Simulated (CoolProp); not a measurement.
Vapour-liquid equilibrium of carbon dioxide (1) + dimethyl ether (2) at 236.9 K; x and y are mole fractions of (1).

The numbers come from the multi-fluid Helmholtz-energy mixture model, Span 1996 and Wu 2011; pair parameters Bell 2016 in CoolProp.

Q: Give the bubble pressure and the first vapour's composition at x = 0.5, 0.8, 0.95. Is there an azeotrope?

A: x = 0.5: 5.174 bar, y = 0.939; x = 0.8: 8.905 bar, y = 0.986; x = 0.95: 10.86 bar, y = 0.997. No azeotrope shows between x = 0.05 and 0.95.

The pair parameters rest on a limited set of measurements; away from them the model extrapolates.
